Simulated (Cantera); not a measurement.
Gas-phase reforming

A perfectly stirred reactor is fed with 17.5 % CH4, 82.5 % H2O, at 9.38 atm; it is held at 1275 K, and followed from long to short residence time.

Detailed kinetics in Cantera: GRI-Mech 3.0 (53 species, 325 reactions).

| τ (s) | x CH4 | x H2O | x CH2O | x H2 | x C2H | x OH | x O |
|---|---|---|---|---|---|---|---|
| 8.9 | 0.150 | 0.807 | 8.75e-7 | 0.0305 | 1.16e-12 | 6.82e-9 | <1e-12 |
| 2.6 | 0.166 | 0.818 | 8.65e-7 | 0.0115 | <1e-12 | 6.20e-9 | <1e-12 |
| 0.75 | 0.172 | 0.823 | 6.89e-7 | 0.00323 | <1e-12 | 6.23e-9 | <1e-12 |
| 0.22 | 0.175 | 0.824 | 4.82e-7 | 0.000773 | <1e-12 | 5.96e-9 | <1e-12 |
| 0.063 | 0.175 | 0.825 | 2.02e-7 | 0.000166 | <1e-12 | 5.29e-9 | <1e-12 |
| 0.018 | 0.175 | 0.825 | 4.25e-8 | 3.84e-5 | <1e-12 | 4.60e-9 | <1e-12 |
| 0.0053 | 0.175 | 0.825 | 7.29e-9 | 1.04e-5 | <1e-12 | 4.17e-9 | <1e-12 |
x: mole fraction; the columns are a selection and need not sum to one.
